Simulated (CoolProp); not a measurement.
Methane along the isotherm -77.55 °C: fugacity coefficient from the reference equation and from simpler models built on Tc = -82.6 °C, pc = 4599 kPa, ω = 0.011; each cubic takes its own stable root.

Model: reference Helmholtz-energy equation of state, Setzmann 1991, in CoolProp.

| p (kPa) | phase | reference |
|---|---|---|
| 145 | gas | 0.9903 |
| 213 | gas | 0.9857 |
| 313 | gas | 0.9791 |
| 460 | gas | 0.9693 |
| 675 | gas | 0.9550 |
| 991 | gas | 0.9341 |
| 1450 | gas | 0.9040 |
| 2130 | gas | 0.8598 |
| 3130 | gas | 0.7950 |
| 4600 | supercritical | 0.6979 |
| 6750 | supercritical | 0.5425 |
| 9910 | supercritical | 0.4158 |
| 14500 | supercritical | 0.3318 |
| 21300 | supercritical | 0.2796 |
| 31300 | supercritical | 0.2552 |
| 46000 | supercritical | 0.2608 |

### Question
How far does each simpler model (van der Waals, Redlich-Kwong, Peng-Robinson) lie from the reference over these 16 states: mean and median of the absolute difference, and the worst?

### Answer
- van der Waals: mean 8.8 %, median 1.8 %, worst +49.6 % at -77.55 °C and 46000 kPa
- Redlich-Kwong: mean 1.3 %, median 0.3 %, worst +4.8 % at -77.55 °C and 46000 kPa
- Peng-Robinson: mean 3.0 %, median 2.3 %, worst -11.3 % at -77.55 °C and 46000 kPa
